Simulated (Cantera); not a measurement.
Charge: 1 mol BF₃, 2.9 mol NH₃, 130 mol N₂, 1.2 mol H₂O, held at 1348 K and 64.0 Pa.

Cantera equilibrium calculation (NASA polynomials, part measured and part estimated; ideal gas, pure solids and liquids). Candidate condensed phases: B, BN, B₂O₃, B₃O₃H₃, H₂O; 62 gas species. Equilibrium is a limit: real reactors are often held back by kinetics, nucleation or transport.

Base state: N₂ 0.946, H₂ 0.0313, HF 0.0145, BOF 0.00694, H₂O 0.00130, HBO₂ 0.000196, BF₃ 5.38e-5, H 1.62e-5 (mole fractions); condensed: gas only.

### Question
What changes in the equilibrium state with this change: temperature from 1348 K to 800 K?

### Answer
```tsv
species	before	after
N₂	0.946	0.951
H₂	0.0313	0.0315
HF	0.0145	0.00825
BOF	0.00694	3.54e-6
BF₃	5.38e-5	0.00419
B₃O₃F₃	5.05e-9	0.000290
H	1.62e-5	<1e-9
HBO₂	0.000196	3.49e-7
H₂O	0.00130	0.00456
B₂O₃(l), mol	0	0.150
```
